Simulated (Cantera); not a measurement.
A closed system holds: 1 mol Si2H6, 0.074 mol O2, 1.1 mol H2, equilibrated at 1623 K and 13.3 mbar.

These are equilibrium values from Cantera (NASA tables, ideal gas, pure condensed phases), not measurements of a reactor. Candidate condensed phases: H2O, Si, SiO2; 18 gas species. The feed counts by its element totals alone. The numbers say what is thermodynamically allowed, not how fast it happens.

Base state: H2 0.965, SiO 0.0348, H 0.000588, Si 1.17e-5 (mole fractions); condensed: Si(s).

Q: What changes in the equilibrium state with this change: temperature from 1623 K to 1225 K?

A: 
```json
[
 {"species": "H2", "before": "0.965", "after": "1.000"},
 {"species": "SiO", "before": "0.0348", "after": "8.14e-5"},
 {"species": "H", "before": "0.000588", "after": "2.70e-6"},
 {"species": "Si", "before": "1.17e-5", "after": "<1e-9"},
 {"species": "Si(s), mol", "before": "1.85", "after": "1.93"},
 {"species": "SiO2(β-quartz), mol", "before": "0", "after": "0.0738"}
]
```
Mutual solubility and eutectic melting of coexisting phases are not modelled. The tables hold silica as quartz up to 1696 K and as liquid above; real silica turns to tridymite and cristobalite and melts near 1996 K.

Q: What changes in the equilibrium state with this change: 0.33 mol Cl2 added?

A: 
```tsv
species	before	after
H2	0.965	0.853
HCl	0	0.0844
SiO	0.0348	0.0323
SiCl2	0	0.0292
SiCl3	0	0.000371
Cl	0	4.31e-5
Si(s), mol	1.85	1.72
```
The tables' values for SiCl3, SiCl are old estimates; treat these amounts as uncertain.

Q: What changes in the equilibrium state with this change: temperature from 1623 K to 1923.15 K?

A: 
| species | before | after |
|---|---|---|
| H2 | 0.965 | 0.956 |
| SiO | 0.0348 | 0.0347 |
| H | 0.000588 | 0.00799 |
| Si | 1.17e-5 | 0.00127 |
| Si2 | 3.37e-8 | 1.09e-5 |
| SiH | 2.67e-6 | 0.000118 |
| SiH2 | 6.24e-6 | 6.44e-5 |
| Si(s), mol | 1.85 | 0 |
| Si(l), mol | 0 | 1.85 |
Gases not in the tables: Si2H6 and higher silanes.
